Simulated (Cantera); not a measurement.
A closed system holds: 1 mol C₂H₂, 1.9 mol O₂, equilibrated at 17.0 Pa.

Method: chemical equilibrium by Gibbs-energy minimisation in Cantera with the NASA 1993 tables (ideal gas, pure condensed phases). Candidate condensed phases: C, C₆H₆, C₇H₈, C₈H₁₈, H₂O; 110 gas species. Equilibrium is a limit: real reactors are often held back by kinetics, nucleation or transport. All values below are at 750 °C.

Base state: CO₂ 0.414, CO 0.252, H₂O 0.186, H₂ 0.148 (mole fractions); condensed: gas only.

Question: What changes in the equilibrium state with this change: 1.1 mol H₂S added?

Answer: 
| species | before | after |
|---|---|---|
| CO₂ | 0.414 | 0.230 |
| CO | 0.252 | 0.216 |
| H₂ | 0.148 | 0.214 |
| H₂S | 0 | 0.0838 |
| S₂ | 0 | 0.0799 |
| H₂O | 0.186 | 0.174 |
| COS | 0 | 0.00268 |
| SO₂ | 0 | 0.000186 |
| SH | 0 | 0.000131 |
Gases not in the tables: S₃ to S₇. Further candidate phases: H₂SO₄, S.
